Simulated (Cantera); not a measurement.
## H2O + H2 (abatement and gas-phase synthesis)

A closed system holds: 1 mol H2O, a varied amount of H2, equilibrated at 2973 K and 101000 Pa.

Cantera equilibrium calculation (NASA polynomials, part measured and part estimated; ideal gas, pure solids and liquids). Candidate condensed phases: H2O; 9 gas species. The numbers say what is thermodynamically allowed, not how fast it happens.

```json
[
 {"n(H2) (mol)": "0.3", "x H2": "0.238", "x H2O": "0.611", "x H": "0.0703", "x OH": "0.0588", "x O2": "0.0109", "x O": "0.0107"},
 {"n(H2) (mol)": "1", "x H2": "0.440", "x H2O": "0.428", "x H": "0.0957", "x OH": "0.0303", "x O2": "0.00156", "x O": "0.00405"},
 {"n(H2) (mol)": "1.8", "x H2": "0.559", "x H2O": "0.311", "x H": "0.108", "x OH": "0.0195", "x O2": "0.000509", "x O": "0.00231"},
 {"n(H2) (mol)": "2.5", "x H2": "0.620", "x H2O": "0.250", "x H": "0.114", "x OH": "0.0149", "x O2": "0.000268", "x O": "0.00168"},
 {"n(H2) (mol)": "3.3", "x H2": "0.665", "x H2O": "0.204", "x H": "0.118", "x OH": "0.0117", "x O2": "0.000155", "x O": "0.00128"},
 {"n(H2) (mol)": "4", "x H2": "0.693", "x H2O": "0.176", "x H": "0.120", "x OH": "0.00990", "x O2": "0.000106", "x O": "0.00105"},
 {"n(H2) (mol)": "4.7", "x H2": "0.714", "x H2O": "0.154", "x H": "0.122", "x OH": "0.00856", "x O2": "7.69e-5", "x O": "0.000898"},
 {"n(H2) (mol)": "5.5", "x H2": "0.733", "x H2O": "0.135", "x H": "0.124", "x OH": "0.00742", "x O2": "5.63e-5", "x O": "0.000768"},
 {"n(H2) (mol)": "6.2", "x H2": "0.746", "x H2O": "0.122", "x H": "0.125", "x OH": "0.00664", "x O2": "4.43e-5", "x O": "0.000682"},
 {"n(H2) (mol)": "6.9", "x H2": "0.756", "x H2O": "0.111", "x H": "0.125", "x OH": "0.00601", "x O2": "3.58e-5", "x O": "0.000613"},
 {"n(H2) (mol)": "7.7", "x H2": "0.766", "x H2O": "0.101", "x H": "0.126", "x OH": "0.00543", "x O2": "2.88e-5", "x O": "0.000550"},
 {"n(H2) (mol)": "8.4", "x H2": "0.774", "x H2O": "0.0938", "x H": "0.127", "x OH": "0.00500", "x O2": "2.42e-5", "x O": "0.000504"}
]
```
x: gas mole fraction; nothing condenses.

From 0.3 mol H2 to 8.4 mol H2 nothing is condensed.
